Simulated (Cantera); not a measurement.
**Reactions in the system H-N-O-V**

Source: NASA polynomial tables (part measured, part estimated), evaluated in Cantera. Values are per mole of reaction as written; species without (g) are pure solids or liquids, kept so even where they would boil at 1 bar. VO: taken at fixed stoichiometry.

H(g) + VO₂(g) → OH(g) + VO

```csv
T (K),ΔH° (kJ),ΔS° (J/K),ΔG° (kJ),log10 K
2373,-283.9,-98.2,-50.9,1.12
2398,-283.4,-98.0,-48.5,1.06
2423,-282.9,-97.7,-46.0,0.99
2448,-282.4,-97.5,-43.6,0.93
2473,-281.9,-97.3,-41.2,0.87
```

3 V₂O₄ + 4 NH₃(g) → 6 H₂O(g) + 6 VO + 4 N(g)

```
T (K)  ΔH° (kJ)  ΔS° (J/K)  ΔG° (kJ)  log10 K
-----  --------  ---------  --------  -------
2373     2207.1      769.2     381.8    -8.40
2398     2203.1      767.5     362.6    -7.90
2423     2199.2      765.9     343.5    -7.40
2448     2195.3      764.3     324.3    -6.92
2473     2191.4      762.7     305.2    -6.45
```
